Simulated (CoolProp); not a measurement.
Carbon dioxide at 293.15 K and 8.29 MPa is throttled through a valve to 3.13 MPa with no heat exchange. Each further row changes one setting.

Model: reference Helmholtz-energy equation of state, Span 1996, in CoolProp.

| case | temperature change (K) | final phase | final density (kg/m³) |
|---|---|---|---|
| as stated | -24.0 | two-phase, vapour fraction 0.230 | 287 |
| outlet pressure 0.939 MPa | -61.8 | two-phase, vapour fraction 0.420 | 56.5 |
| outlet pressure 4.07 MPa | -14.0 | two-phase, vapour fraction 0.147 | 454 |
